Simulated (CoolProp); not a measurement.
Saturation properties of R1336mzz(Z).

Computed with CoolProp (reference Helmholtz-energy equation of state, McLinden 2020).

| T (K) | p (kPa) | enthalpy of vaporisation (kJ/kg) | liquid cp (kJ/(kg K)) |
|---|---|---|---|
| 210.7 | 0.3817 | 205.6 | 1.033 |
| 217.5 | 0.6944 | 202.7 | 1.049 |
| 224.4 | 1.218 | 199.8 | 1.065 |
| 231.2 | 2.038 | 196.9 | 1.080 |
| 238 | 3.289 | 194.1 | 1.095 |
| 244.8 | 5.138 | 191.3 | 1.110 |
| 251.6 | 7.796 | 188.5 | 1.124 |
| 258.4 | 11.52 | 185.7 | 1.138 |
| 265.3 | 16.69 | 182.8 | 1.153 |
| 272.1 | 23.52 | 179.9 | 1.167 |
| 278.9 | 32.47 | 177.0 | 1.181 |

It boils at 306.6 K under 1 atm.
